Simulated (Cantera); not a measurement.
**Hydrocarbon pyrolysis for carbon deposition**

A perfectly stirred reactor is fed with 4.17 % CH4, 95.8 % N2, at 1.00 bar; it is held at 1925 K, and followed from long to short residence time.

Model: GRI-Mech 3.0 (53 species, 325 reactions), integrated in Cantera. GRI-Mech 3.0 stops at C3 and has no aromatics, soot or wall deposition, so with more carbon than oxygen in the feed, carbon stays in small species such as C2H2 where larger ones or solid carbon would form.

```json
[
 {"τ (s)": "3.1", "x CH4": "0.000381", "x H2": "0.0593", "x CH2": "1.41e-7", "x CH3": "2.95e-5", "x C2H4": "1.23e-5", "x H": "0.000232"},
 {"τ (s)": "1.4", "x CH4": "0.000569", "x H2": "0.0590", "x CH2": "2.07e-7", "x CH3": "4.38e-5", "x C2H4": "1.28e-5", "x H": "0.000229"},
 {"τ (s)": "0.60", "x CH4": "0.000875", "x H2": "0.0585", "x CH2": "3.11e-7", "x CH3": "6.68e-5", "x C2H4": "1.39e-5", "x H": "0.000226"},
 {"τ (s)": "0.26", "x CH4": "0.00134", "x H2": "0.0578", "x CH2": "4.61e-7", "x CH3": "0.000101", "x C2H4": "1.65e-5", "x H": "0.000221"},
 {"τ (s)": "0.12", "x CH4": "0.00200", "x H2": "0.0568", "x CH2": "6.55e-7", "x CH3": "0.000148", "x C2H4": "2.20e-5", "x H": "0.000214"},
 {"τ (s)": "0.051", "x CH4": "0.00311", "x H2": "0.0551", "x CH2": "9.52e-7", "x CH3": "0.000225", "x C2H4": "3.62e-5", "x H": "0.000204"},
 {"τ (s)": "0.023", "x CH4": "0.00469", "x H2": "0.0527", "x CH2": "1.32e-6", "x CH3": "0.000329", "x C2H4": "6.65e-5", "x H": "0.000191"},
 {"τ (s)": "0.0099", "x CH4": "0.00721", "x H2": "0.0489", "x CH2": "1.81e-6", "x CH3": "0.000487", "x C2H4": "0.000138", "x H": "0.000174"},
 {"τ (s)": "0.0044", "x CH4": "0.0107", "x H2": "0.0435", "x CH2": "2.36e-6", "x CH3": "0.000694", "x C2H4": "0.000287", "x H": "0.000152"},
 {"τ (s)": "0.0019", "x CH4": "0.0157", "x H2": "0.0357", "x CH2": "2.96e-6", "x CH3": "0.000967", "x C2H4": "0.000590", "x H": "0.000125"}
]
```
x: mole fraction; the columns are a selection and need not sum to one.
